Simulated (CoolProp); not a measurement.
Properties of tetrahydrofuran along the isobar 0.972 MPa.

Computed with CoolProp (reference Helmholtz-energy equation of state, Fiedler 2023).

```csv
T (K),phase,density (kg/m³),cv (kJ/(kg K)),isothermal compressibility (1/MPa)
363.3,liquid,808.1,1.421,[?]
368.4,liquid,801.9,1.439,0.001890
373.6,liquid,[?],1.458,0.001997
378.8,liquid,[?],1.477,0.002113
383.9,liquid,782.5,1.495,0.002236
389.1,liquid,775.8,1.514,0.002373
394.3,liquid,769.0,1.533,0.002523
399.4,liquid,762.2,1.551,0.002684
404.6,liquid,[?],1.570,[?]
409.8,liquid,748.0,1.589,0.003065
414.9,liquid,740.9,1.607,0.003283
420.1,liquid,733.4,1.625,0.003532
425.3,liquid,725.7,[?],0.003812
```

Task: Complete the blanks.

Result: 
- 363.3, isothermal compressibility (1/MPa): 0.001793
- 373.6, density (kg/m³): 795.5
- 378.8, density (kg/m³): 789.0
- 404.6, density (kg/m³): 755.2
- 404.6, isothermal compressibility (1/MPa): 0.002865
- 425.3, cv (kJ/(kg K)): 1.644
